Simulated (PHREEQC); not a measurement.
A solution holds 0.011 mol/kgw H3PO4 and 6.8e-05 mol/kgw H4SiO4, at 80 °C. It is in equilibrium with CO2 at log p = -2 (atm). Otherwise closed; pH follows from the charge balance.

The numbers come from PHREEQC with the ion-association model, wateq4f.dat.

This is a speciation only: nothing precipitates in the calculation.

Problem. What pH, ionic strength does the model give?

Solution. pH 2.32; ionic strength 0.00517 mol/kgw.

Problem. In which forms is P present?

Solution. H3PO4 53 %, H2PO4- 47 % of the P.

H3PO4, which wateq4f.dat lacks, is added to it with the constant of phreeqc.dat. Away from 25 °C the constants follow the database's enthalpies or fits; those with neither stay at their 25 °C values.
